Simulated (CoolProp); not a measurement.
Vapour-liquid equilibrium of hydrogen sulfide (1) + n-hexane (2) at 0.239 MPa; x and y are mole fractions of (1).

The numbers come from the multi-fluid Helmholtz-energy mixture model, Lemmon 2006 and Thol 2019; pair parameters Kunz 2012 in CoolProp.

```json
[
 {"x": "0.05", "bubble temperature (°C)": "48.3", "y at the bubble point": "0.785", "dew temperature at overall composition x (°C)": "96.7", "liquid density (mol/L)": "7.329"},
 {"x": "0.2", "bubble temperature (°C)": "-19.6", "y at the bubble point": "0.992", "dew temperature at overall composition x (°C)": "89.9", "liquid density (mol/L)": "8.477"},
 {"x": "0.35", "bubble temperature (°C)": "-30.9", "y at the bubble point": "0.997", "dew temperature at overall composition x (°C)": "82.3", "liquid density (mol/L)": "9.617"},
 {"x": "0.5", "bubble temperature (°C)": "-34.0", "y at the bubble point": "0.998", "dew temperature at overall composition x (°C)": "73.4", "liquid density (mol/L)": "11.34"},
 {"x": "0.65", "bubble temperature (°C)": "-35.8", "y at the bubble point": "0.998", "dew temperature at overall composition x (°C)": "62.2", "liquid density (mol/L)": "13.97"},
 {"x": "0.8", "bubble temperature (°C)": "-37.9", "y at the bubble point": "0.999", "dew temperature at overall composition x (°C)": "46.3", "liquid density (mol/L)": "18.00"},
 {"x": "0.95", "bubble temperature (°C)": "-40.6", "y at the bubble point": "1.000", "dew temperature at overall composition x (°C)": "13.6", "liquid density (mol/L)": "24.19"}
]
```

No azeotrope shows between x = 0.05 and 0.95.

The pair parameters rest on a limited set of measurements; away from them the model extrapolates. With so large a gap from Raoult's law the liquid may split in two, which this calculation doesn't test in full.
